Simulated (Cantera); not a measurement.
A Cantera script and its output.

```python
import numpy as np
import cantera as ct

gas = ct.Solution("h2o2.yaml")
gas.TPX = 1373, 400, {'H2': 0.036, 'O2': 1}
reactor = ct.IdealGasConstPressureReactor(gas, energy="off", clone=False)
net = ct.ReactorNet([reactor])
net.rtol, net.atol = 1e-08, 1e-18
show = ['H2', 'O2', 'H', 'H2O', 'OH']
times = np.geomspace(0.0003, 200, 10)

steps = ct.SolutionArray(gas, extra=["t"])
rows = []
print(f"{'t/s':>10s}{'T/K':>9s}{'P/Pa':>11s}" + "".join(f"{s:>11s}" for s in show))
for t in times:
    while net.time < t:
        t_next = net.step()
        steps.append(gas.state, t=t_next)
    rows.append([np.interp(t, steps.t, y) for y in (steps.T, steps.P, *steps(*show).X.T)])
    print(f"{t:10.3e}{rows[-1][0]:9.1f}{rows[-1][1]:11.4g}" + "".join(f"{x:11.3e}" for x in rows[-1][2:]))
rate = np.gradient(steps.T, steps.t)
print("integrator steps:", len(steps.t))
if steps.T.max() > steps.T[0] + 200:
    print(f"time of steepest temperature rise: {steps.t[rate.argmax()]:.4e} s")
gas.TPX = 1373, 400, {'H2': 0.036, 'O2': 1}
gas.equilibrate("TP")
print(f"equilibrium (TP): T = {gas.T:.1f} K  " + "  ".join(f"{s} {gas[s].X[0]:.3e}" for s in show))
```

Output:

```
       t/s      T/K       P/Pa         H2         O2          H        H2O         OH
 3.000e-04   1373.0        400  3.475e-02  9.653e-01  2.272e-08  1.894e-08  3.972e-08
 1.331e-03   1373.0        400  3.475e-02  9.652e-01  4.004e-07  1.528e-06  1.091e-06
 5.906e-03   1373.0        400  6.532e-03  9.413e-01  4.273e-03  2.259e-02  6.985e-03
 2.621e-02   1373.0        400  4.281e-04  9.347e-01  3.115e-03  3.077e-02  4.008e-03
 1.163e-01   1373.0        400  3.998e-04  9.369e-01  2.787e-03  3.107e-02  3.878e-03
 5.160e-01   1373.0        400  2.994e-04  9.442e-01  1.756e-03  3.210e-02  3.369e-03
 2.289e+00   1373.0        400  1.092e-04  9.572e-01  3.690e-04  3.390e-02  2.049e-03
 1.016e+01   1373.0        400  1.350e-05  9.635e-01  1.561e-05  3.496e-02  7.228e-04
 4.507e+01   1373.0        400  1.173e-06  9.645e-01  3.971e-07  3.525e-02  2.133e-04
 2.000e+02   1373.0        400  2.023e-07  9.646e-01  2.843e-08  3.532e-02  8.862e-05
integrator steps: 1588
equilibrium (TP): T = 1373.0 K  H2 1.696e-07  O2 9.646e-01  H 2.183e-08  H2O 3.532e-02  OH 8.115e-05
```

Model: the H2/O2 subset of GRI-Mech 3.0, which has no nitrogen chemistry, integrated in Cantera. Radical loss at walls, strong at low pressure, is not modelled. The temperature is held fixed by assumption; the heat of reaction is taken as removed at once.
